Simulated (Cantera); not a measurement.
Feed: 1 mol Fe2O3, 0.17 mol H2S, 0.51 mol CO2, at 1350 Torr.

Equilibrium computed with Cantera from the NASA thermochemical tables; the gas is ideal and each condensed phase is pure. Candidate condensed phases: C, C6H6, C7H8, C8H18, Fe, Fe(CO)5, FeO, Fe(OH)2, Fe(OH)3, FeS, FeSO4, FeS2, Fe2O3, Fe2(SO4)3, Fe3O4, H2O, H2SO4, S; 127 gas species. Mutual solubility and eutectic melting of coexisting phases are not modelled. The tables' stoichiometric FeO is somewhat more stable than real wüstite, so its field is too wide. FeO, FeS: taken at fixed stoichiometry. Gases not in the tables: S3 to S7. Equilibrium is a limit: real reactors are often held back by kinetics, nucleation or transport.

Q: Which condensed phases are stable at each of these points (T (K)): 948, 1048, 1148, 1248, 1348, 1448, 1548, 1648, 1748, 1848?

A: 
| T (K) | condensed phases | Fe condensed (%) |
|---|---|---|
| 948 | FeS(s) + Fe3O4(s) | 100.0 |
| 1048 | FeS(s) + Fe3O4(s) | 100.0 |
| 1148 | FeS(s) + Fe3O4(s) | 100.0 |
| 1248 | FeS(s) + Fe3O4(s) | 100.0 |
| 1348 | FeS(s) + Fe3O4(s) | 100.0 |
| 1448 | FeO(s) + Fe3O4(s) | 100.0 |
| 1548 | FeO(s) + Fe3O4(s) | 100.0 |
| 1648 | FeO(s) + Fe3O4(s) | 100.0 |
| 1748 | FeO(l) + Fe3O4(s) | 100.0 |
| 1848 | FeO(l) + Fe3O4(s) | 100.0 |

From 948 K to 1348 K the condensed part is FeS(s) + Fe3O4(s). From 1448 K to 1648 K the condensed part is FeO(s) + Fe3O4(s). From 1748 K to 1848 K the condensed part is FeO(l) + Fe3O4(s).
